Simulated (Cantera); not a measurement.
Hydrocarbon pyrolysis for carbon deposition

An isothermal, constant-pressure homogeneous reactor starts with C₂H₄ : H₂ = 2.4 : 9.5 (molar parts), at 1700 K and 3.08 Torr.

Cantera simulation using GRI-Mech 3.0 (53 species, 325 reactions); the numbers are that mechanism's predictions, not measurements. GRI-Mech 3.0 was tuned for natural gas; its chemistry of ethylene as a main component is partial and can be far from experiment. GRI-Mech 3.0 stops at C3 and has no aromatics, soot or wall deposition, so with more carbon than oxygen in the feed, carbon stays in small species such as C2H2 where larger ones or solid carbon would form. Radical loss at walls, strong at low pressure, is not modelled.

```tsv
t (s)	x C₂H₄	x H₂	x C₂H₂	x H	x CH₂	x CH₄	x C₂H₆
8.00e-6	0.202	0.798	1.27e-5	1.30e-8	<1e-12	<1e-12	5.64e-12
2.64e-5	0.202	0.798	4.17e-5	4.33e-8	<1e-12	<1e-12	5.61e-11
8.69e-5	0.202	0.798	0.000138	1.45e-7	5.28e-12	3.64e-12	4.71e-10
0.000287	0.201	0.798	0.000454	4.83e-7	4.62e-11	1.35e-10	2.68e-9
0.000945	0.200	0.799	0.00150	1.60e-6	2.82e-10	3.52e-9	9.63e-9
0.00312	0.196	0.799	0.00495	5.30e-6	1.14e-9	4.75e-8	2.43e-8
0.0103	0.182	0.802	0.0164	1.71e-5	3.61e-9	4.11e-7	4.34e-8
0.0339	0.139	0.809	0.0522	4.29e-5	7.00e-9	2.70e-6	5.92e-8
0.112	0.0526	0.823	0.124	6.83e-5	4.16e-9	9.53e-6	3.14e-8
0.368	0.000792	0.832	0.167	0.000245	2.51e-10	1.53e-5	1.16e-9
1.21	3.08e-5	0.831	0.168	0.00129	8.26e-10	1.56e-5	8.40e-11
4.00	2.76e-5	0.830	0.168	0.00209	2.65e-9	1.95e-5	7.45e-11
```
x: mole fraction; the columns are a selection and need not sum to one.

Equilibrium at this temperature and pressure: C₂H₄ 2.76e-5, H₂ 0.830, C₂H₂ 0.168, H 0.00211, CH₂ 2.18e-8, CH₄ 0.000161, C₂H₆ 2.12e-10 (gas phase only).
